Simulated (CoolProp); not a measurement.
m-xylene at several states: Z from the reference equation and from simpler models built on Tc = 616.9 K, pc = 3535 kPa, ω = 0.326; each cubic takes its own stable root.

Model: reference Helmholtz-energy equation of state, Zhou 2012, in CoolProp.

```tsv
T (K)	p (kPa)	phase	reference
540.9	13.1	gas	0.9979
242.2	25.2	liquid	0.001465
301.6	629	liquid	0.03106
365.4	1920	liquid	0.08363
401.8	13400	liquid	0.5435
344.9	7040	liquid	0.3157
```

Q: How far does each simpler model (Redlich-Kwong, Peng-Robinson) lie from the reference over these 6 states: mean and median of the absolute difference, and the worst?

A: 
- Redlich-Kwong: mean 15.8 %, median 19.0 %, worst +20.1 % at 242.2 K and 25.2 kPa
- Peng-Robinson: mean 2.4 %, median 2.2 %, worst +5.3 % at 242.2 K and 25.2 kPa
